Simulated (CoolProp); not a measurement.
Vapour-liquid equilibrium of hydrogen sulfide (1) + toluene (2) at 342.7 K; x and y are mole fractions of (1).

The numbers come from the multi-fluid Helmholtz-energy mixture model, Lemmon 2006 and Lemmon 2006; pair parameters Bell 2016 in CoolProp.

### Question
Give the bubble pressure and the first vapour's composition at x = 0.25, 0.65, 0.95. Is there an azeotrope?

### Answer
x = 0.25: 1.005 MPa, y = 0.973; x = 0.65: 2.812 MPa, y = 0.992; x = 0.95: 4.812 MPa, y = 0.999. No azeotrope shows between x = 0.05 and 0.95.

Pair parameters are fitted to limited data, so mixtures are less certain than the pure fluids.
